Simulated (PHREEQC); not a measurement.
A column of 0.1 m (40 cells, dispersivity 0.008 m, 720 s a shift, diffusion coefficient 3e-10 m²/s) holds 0.00079 eq of the database's cation exchanger X per kg of pore water, first in equilibrium with 0.036 mol LiCl, 0.0026 mol KCl and 1e-05 mol HCl per kg of water. It is flushed with 0.00071 mol SrCl2 and 1e-05 mol HCl per kg of water, at 40 °C. Values are for the last cell. CO2 from the air is kept out. Precipitation was switched off in this run.

All values are PHREEQC results (ion-association model, phreeqc.dat), not measurements.

```
pore volumes  Sr in solution (mol/kgw)  Li in solution (mol/kgw)  K in solution (mol/kgw)  Cl in solution (mol/kgw)
------------  ------------------------  ------------------------  -----------------------  ------------------------
0                                    0                    0.0360                  0.00260                    0.0386
0.5125                        3.35e-10                    0.0340                  0.00247                    0.0365
1.012                          8.10e-8                    0.0154                  0.00129                    0.0167
1.512                         0.000410                   0.00400                 0.000403                   0.00523
2.013                         0.000642                  0.000826                  8.72e-5                   0.00221
2.513                         0.000695                  0.000159                  1.79e-5                   0.00158
3.013                         0.000707                   2.98e-5                  3.56e-6                   0.00146
3.513                         0.000709                   5.52e-6                  7.04e-7                   0.00144
4.013                         0.000710                   1.01e-6                  1.38e-7                   0.00143
```

Away from 25 °C the constants follow the database's enthalpies or fits; those with neither stay at their 25 °C values.
